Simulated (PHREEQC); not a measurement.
Dissolve 0.095 mol ZnSO4 and 0.00095 mol FeSO4 per kg of water at 25 °C. Closed to the air; pH follows from the charge balance.

Computed with PHREEQC (ion-association model, phreeqc.dat).

This is a speciation only: nothing precipitates in the calculation.

Estimate the pH, density.

pH 5.55; density 1.012 g/cm³.

In which forms is Zn present?

Zn+2 51 %, ZnSO4 38 %, Zn(SO4)2-2 11 % of the Zn.

Species that the database lacks are ignored.
